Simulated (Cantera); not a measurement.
Source: NASA polynomial tables (part measured, part estimated), evaluated in Cantera. Values are per mole of reaction as written; species without (g) are pure solids or liquids, kept so even where they would boil at 1 bar. TaC: taken at fixed stoichiometry.

### Question
Between 300 and 998 K, where is each reaction favourable under standard conditions?
- 3 H(g) + TaC → CH3(g) + Ta

### Answer
- 3 H(g) + TaC → CH3(g) + Ta: ΔG° is -318 kJ at 300 K and -195 kJ at 998 K; it stays negative (K > 1). ΔH° is -386 kJ and ΔS° -192 J/K at 998 K.
